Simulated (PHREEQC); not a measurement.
Solution A (0.019 mol/kgw HF, 0.012 mol/kgw CuSO4 and 0.0069 mol/kgw KCl) is mixed with solution B (1.1 mmol/kgw H3PO4, 28 mmol/kgw ZnCl2 and 0.59 mmol/kgw KNO3) at 25 °C; shares are by mass of water, 1 kg in all. O2 is buffered at 0.21 atm. The system is closed to CO2. The run lets Cu(OH)2, Brochantite, Antlerite, Atacamite, Cu2(OH)3NO3, Cu3(PO4)2:3H2O, Zn(OH)2-e, Zn4(OH)6SO4, Zn5(OH)8Cl2, Zn3(PO4)2:4w, Chalcanthite, Goslarite, CuF2:2H2O, ZnF2 precipitate or redissolve, and no other solid.

The numbers come from PHREEQC with the ion-association model, wateq4f.dat.

```
share of solution B    pH  Zn+2 (mol/kgw)  H2PO4- (mol/kgw)  Cu+2 (mol/kgw)
-------------------  ----  --------------  ----------------  --------------
0                    2.55               0                 0         0.00851
0.05                 2.56        0.000969           4.11e-5         0.00826
0.1                  2.56         0.00199           8.25e-5         0.00799
0.2                  2.57         0.00416          0.000166         0.00738
0.25                 2.58         0.00532          0.000209         0.00704
0.3                  2.59         0.00651          0.000252         0.00668
0.35                 2.60         0.00774          0.000296         0.00631
0.4                  2.61         0.00901          0.000340         0.00591
0.45                 2.62          0.0103          0.000385         0.00550
0.55                 2.65          0.0130          0.000478         0.00462
0.6                  2.67          0.0144          0.000526         0.00415
0.65                 2.69          0.0158          0.000575         0.00368
0.7                  2.71          0.0172          0.000626         0.00319
0.75                 2.74          0.0187          0.000679         0.00269
0.8                  2.77          0.0202          0.000735         0.00217
0.9                  2.87          0.0232          0.000855         0.00111
0.95                 2.95          0.0247          0.000924        0.000559
1                    3.08          0.0263           0.00100               0
```

Complexes and solids missing from the database can't appear. H3PO4, which wateq4f.dat lacks, is added to it with the constant of phreeqc.dat. The database has no phosphate complexes of Cu, Zn.
